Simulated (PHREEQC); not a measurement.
Nickel, zinc or cadmium bath (model solution)

A solution holds 3.7 mmol/kgw NiCl2, 79 mmol/kgw KCl and 5.4 mmol/kgw FeSO4, at 20 °C. Closed to the air; pH follows from the charge balance.

Computed with PHREEQC (ion-association model, wateq4f.dat).

Each row changes one thing in this solution. This is a speciation only: nothing precipitates in the calculation.

```
case                                   pH  ionic strength (mol/kgw)
-----------------------------------  ----  ------------------------
as made                              6.16                     0.106
0.0021 mol/kgw H3AsO4 added          2.89                     0.108
FeSO4 left out                          ?                    0.0894
FeSO4 from 0.0054 to 0.054 mol/kgw   5.93                     0.225
temperature from 20 to 15 °C         6.24                     0.106
NiCl2 left out                       6.21                    0.0967
diluted 100-fold with water          6.85                   0.00111
temperature from 20 to 65 °C            ?                     0.105
FeSO4 from 0.0054 to 0.0108 mol/kgw  6.07                     0.122
```

What belongs in the gaps?


- FeSO4 left out, pH: 6.43
- temperature from 20 to 65 °C, pH: 5.57

Species that the database lacks are ignored. Away from 25 °C the constants follow the database's enthalpies or fits; those with neither stay at their 25 °C values. The database has no arsenate complexes of Ni.
